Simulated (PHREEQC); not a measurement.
A column of 1 m (40 cells, dispersivity 0.08 m, 3600 s a shift, diffusion coefficient 3e-10 m²/s) holds 0.014 eq of the database's cation exchanger X per kg of pore water, first in equilibrium with 8.2 mmol/kgw LiCl, 68 mmol/kgw MnCl2, 0.38 mmol/kgw ZnSO4 and 0.01 mmol/kgw HCl. It is flushed with 0.00047 mol KCl, 0.004 mol CaCl2 and 1e-05 mol HCl per kg of water, at 15 °C. Values are for the last cell. No CO2 enters from the air. Precipitation was switched off in this run.

Computed with PHREEQC (ion-association model, phreeqc.dat).

Problem. Predict Ca in solution (mol/kgw), K in solution (mol/kgw), S in solution (mol/kgw), Li in solution (mol/kgw) at pore volumes = 0, 3.413, 4.412.

Solution. 
| pore volumes | Ca in solution (mol/kgw) | K in solution (mol/kgw) | S in solution (mol/kgw) | Li in solution (mol/kgw) |
|---|---|---|---|---|
| 0 | 0 | 0 | 0.000380 | 0.00820 |
| 3.413 | 0.00301 | 0.000472 | 6.76e-8 | 3.02e-6 |
| 4.412 | 0.00378 | 0.000473 | 2.15e-9 | 1.26e-7 |

Species that the database lacks are ignored.
